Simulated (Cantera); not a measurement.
Input (Python, Cantera) and output of one run.

```python
import numpy as np
import cantera as ct

gas_names = """
    B BCL BCL2 BCL3 BH BH2 BH3 BN B2 CL CL2 H HCL H2 N NH NH2 NH3 N2 N2H2 N2H4
""".split()
cond_names = """
    B(b) B(L) BN(s) NH4CL(a) NH4CL(b)
""".split()


# ... load() reads the species with a 1 bar reference pressure and builds the phases ...
atoms = {
    'BCl3': {'B': 1, 'CL': 3},
    'NH3': {'N': 1, 'H': 3},
}
top_T = {'BN(s)': 3200}  # K; cautious upper limits of use, not melting points


# ... equilibrate(T, P, feed) seeds the gas with the atoms and calls Mixture.equilibrate('TP', solver="vcs", rtol=1e-11, max_steps=5000) ...
results = []
feed = {'BCl3': 1, 'NH3': 3.2}  # mol
for P in [10, 28, 77, 220, 600, 1700, 4600, 13000, 36000, 100000]:
    for T in [2123, 2148, 2173, 2198, 2223, 2248, 2273, 2298, 2323, 2348]:
        mix = equilibrate(T, P, feed)
        results.append((T, P, feed, dict(zip(mix.species_names, mix.species_moles))))

for T, P, feed, n in results:
    print(f"{T:7g} {P:10.4g}  " + (" + ".join(c for c in cond_names if n.get(c, 0) > 1e-12) or "gas only"))
```

Result:

```
   2123         10  gas only
   2148         10  gas only
   2173         10  gas only
   2198         10  gas only
   2223         10  gas only
   2248         10  gas only
   2273         10  gas only
   2298         10  gas only
   2323         10  gas only
   2348         10  gas only
   2123         28  gas only
   2148         28  gas only
   2173         28  gas only
   2198         28  gas only
   2223         28  gas only
   2248         28  gas only
   2273         28  gas only
   2298         28  gas only
   2323         28  gas only
   2348         28  gas only
   2123         77  gas only
   2148         77  gas only
   2173         77  gas only
   2198         77  gas only
   2223         77  gas only
   2248         77  gas only
   2273         77  gas only
   2298         77  gas only
   2323         77  gas only
   2348         77  gas only
   2123        220  gas only
   2148        220  gas only
   2173        220  gas only
   2198        220  gas only
   2223        220  gas only
   2248        220  gas only
   2273        220  gas only
   2298        220  gas only
   2323        220  gas only
   2348        220  gas only
   2123        600  gas only
   2148        600  gas only
   2173        600  gas only
   2198        600  gas only
   2223        600  gas only
   2248        600  gas only
   2273        600  gas only
   2298        600  gas only
   2323        600  gas only
   2348        600  gas only
   2123       1700  BN(s)
   2148       1700  BN(s)
   2173       1700  BN(s)
   2198       1700  gas only
   2223       1700  gas only
   2248       1700  gas only
   2273       1700  gas only
   2298       1700  gas only
   2323       1700  gas only
   2348       1700  gas only
   2123       4600  BN(s)
   2148       4600  BN(s)
   2173       4600  BN(s)
   2198       4600  BN(s)
   2223       4600  BN(s)
   2248       4600  BN(s)
   2273       4600  gas only
   2298       4600  gas only
   2323       4600  gas only
   2348       4600  gas only
   2123    1.3e+04  BN(s)
   2148    1.3e+04  BN(s)
   2173    1.3e+04  BN(s)
   2198    1.3e+04  BN(s)
   2223    1.3e+04  BN(s)
   2248    1.3e+04  BN(s)
   2273    1.3e+04  BN(s)
   2298    1.3e+04  BN(s)
   2323    1.3e+04  BN(s)
   2348    1.3e+04  BN(s)
   2123    3.6e+04  BN(s)
   2148    3.6e+04  BN(s)
   2173    3.6e+04  BN(s)
   2198    3.6e+04  BN(s)
   2223    3.6e+04  BN(s)
   2248    3.6e+04  BN(s)
   2273    3.6e+04  BN(s)
   2298    3.6e+04  BN(s)
   2323    3.6e+04  BN(s)
   2348    3.6e+04  BN(s)
   2123      1e+05  BN(s)
   2148      1e+05  BN(s)
   2173      1e+05  BN(s)
   2198      1e+05  BN(s)
   2223      1e+05  BN(s)
   2248      1e+05  BN(s)
   2273      1e+05  BN(s)
   2298      1e+05  BN(s)
   2323      1e+05  BN(s)
   2348      1e+05  BN(s)
```

Equilibrium computed with Cantera from the NASA thermochemical tables; the gas is ideal and each condensed phase is pure. The tables' values for BCl2 are old estimates.
